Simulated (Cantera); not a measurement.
Charge: 1 mol BF3, 55 mol H2, held at 1098 K and 0.0133 bar.

These are equilibrium values from Cantera (NASA tables, ideal gas, pure condensed phases), not measurements of a reactor. Candidate condensed phases: B; 20 gas species. Equilibrium is a limit: real reactors are often held back by kinetics, nucleation or transport.

**Question.** What is the equilibrium state?

**Answer.** 
| Item | Value |
|---|---|
| x(H2) | 0.982 |
| x(BF3) | 0.0173 |
| x(HF) | 0.000597 |
| x(BHF2) | 0.000592 |
| x(BF2) | 4.80e-6 |
| gas amount | 56.00 mol |
| log10 activity of B(s) (absent) | -2.28 |
